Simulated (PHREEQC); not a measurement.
A solution holds 85 mmol/kgw FeCl3, 0.92 mmol/kgw Cu(NO3)2 and 0.8 mmol/kgw Pb(NO3)2, at 25 °C. Closed to the air; pH follows from the charge balance.

The numbers come from PHREEQC with the ion-association model, wateq4f.dat.

The pH comes out as 1.88 and the ionic strength comes out as 0.351 mol/kgw. The total alkalinity is -170 meq/kg.

| species | molality | activity | log γ |
|---|---|---|---|
| Cl- | 0.200 | 0.134 | -0.174 |
| FeCl+2 | 0.0383 | 0.00936 | -0.613 |
| Fe+3 | 0.0225 | 0.00231 | -0.988 |
| H+ | 0.0170 | 0.0132 | -0.110 |
| FeCl2+ | 0.00766 | 0.00560 | -0.136 |
| Fe2(OH)2+4 | 0.00513 | 3.41e-5 | -2.177 |
| FeOH+2 | 0.00462 | 0.00113 | -0.613 |
| NO3- | 0.00344 | 0.00221 | -0.191 |
| Cu+2 | 0.000797 | 0.000221 | -0.558 |
| Fe3(OH)4+5 | 0.000506 | 2.01e-7 | -3.401 |
| PbCl+ | 0.000483 | 0.000353 | -0.136 |
| Pb+2 | 0.000232 | 6.62e-5 | -0.544 |
| CuCl+ | 0.000118 | 7.96e-5 | -0.170 |
| FeCl3 | 6.93e-5 | 7.51e-5 | 0.035 |
| PbCl2 | 6.92e-5 | 7.51e-5 | 0.035 |
| Fe(OH)2+ | 3.95e-5 | 2.81e-5 | -0.147 |

Precipitation was switched off in this run. Saturation is exceeded, for instance for Hematite (slow to form), Goethite (slow to form); the values hold only as long as no solid forms. Complexes and solids missing from the database can't appear.
